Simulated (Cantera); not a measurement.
Input: 1 mol FeS, 0.26 mol SO₃, 0.31 mol O₂, at 625 °C and 0.110 bar.

Cantera equilibrium calculation (NASA polynomials, part measured and part estimated; ideal gas, pure solids and liquids). Candidate condensed phases: Fe, FeO, FeS, FeSO₄, FeS₂, Fe₂O₃, Fe₂(SO₄)₃, Fe₃O₄, S; 12 gas species. FeS: taken at fixed stoichiometry. Gases not in the tables: S₃ to S₇. Equilibrium is a limit: real reactors are often held back by kinetics, nucleation or transport.

Base state: SO₂ 0.976, S₂ 0.0219, S₂O 0.00199 (mole fractions); condensed: FeS(s) + Fe₃O₄(s).

Q: What changes in the equilibrium state with this change: temperature from 625 °C to 1175 °C?

A: 
```json
[
 {"species": "SO₂", "before": "0.976", "after": "0.796"},
 {"species": "S₂", "before": "0.0219", "after": "0.190"},
 {"species": "S₂O", "before": "0.00199", "after": "0.00749"},
 {"species": "SO", "before": "8.28e-6", "after": "0.00620"},
 {"species": "S", "before": "<1e-9", "after": "2.87e-5"},
 {"species": "FeS(s), mol", "before": "0.721", "after": "0.551"},
 {"species": "Fe₃O₄(s), mol", "before": "0.0929", "after": "0"},
 {"species": "FeO(s), mol", "before": "0", "after": "0.449"}
]
```
Metal and sulfide melt together well below either melting point, which pure phases cannot show. Mutual solubility and eutectic melting of coexisting phases are not modelled. The tables' stoichiometric FeO is somewhat more stable than real wüstite, so its field is too wide. FeO, FeS: taken at fixed stoichiometry.

Q: What changes in the equilibrium state with this change: 0.99 mol H₂O added?

A: 
```
species         before     after
-------------  -------  --------
H₂O                  0     0.642
SO₂              0.976     0.337
H₂S                  0    0.0107
S₂              0.0219   0.00935
H₂                   0  0.000723
S₂O            0.00199  0.000617
FeS(s), mol      0.721     0.703
Fe₃O₄(s), mol   0.0929    0.0989
```
Further candidate phases: Fe(OH)₂, Fe(OH)₃, H₂O, H₂SO₄.

Q: What changes in the equilibrium state with this change: O₂ from 0.31 to 4.2 mol?

A: 
| species | before | after |
|---|---|---|
| O₂ | <1e-9 | 0.639 |
| SO₃ | 2.44e-8 | 0.233 |
| SO₂ | 0.976 | 0.128 |
| S₂ | 0.0219 | <1e-9 |
| S₂O | 0.00199 | <1e-9 |
| FeS(s), mol | 0.721 | 0 |
| Fe₃O₄(s), mol | 0.0929 | 0 |
| Fe₂O₃(s), mol | 0 | 0.489 |
| Fe₂(SO₄)₃(s), mol | 0 | 0.0114 |
